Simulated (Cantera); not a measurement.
Input: 1 mol BCl3, 35 mol H2, equilibrated at 500 °C and 0.00133 bar.

Method: chemical equilibrium by Gibbs-energy minimisation in Cantera with the NASA 1993 tables (ideal gas, pure condensed phases). Candidate condensed phases: B; 13 gas species. Gases not in the tables: BHCl2. Rates play no part.

Base state: H2 0.955, HCl 0.0254, BCl3 0.0192 (mole fractions); condensed: B(s).

What changes in the equilibrium state with this change: BCl3 replaced by BF3?


```
species    before    after
---------  ------  -------
H2          0.955    0.972
BF3             0   0.0277
HF              0  4.28e-5
HCl        0.0254        0
BCl3       0.0192        0
BHF2            0  4.28e-5
B(s), mol   0.307        0
```

What changes in the equilibrium state with this change: temperature from 500 °C to 1452 °C?


```
species    before     after
---------  ------  --------
H2          0.955     0.913
HCl        0.0254    0.0756
BCl         <1e-9   0.00555
BCl3       0.0192   1.81e-5
H           <1e-9   0.00486
Cl          <1e-9  0.000312
B(s), mol   0.307     0.790
```
The tables' values for BCl, BCl2, BH2 are old estimates; treat these amounts as uncertain.
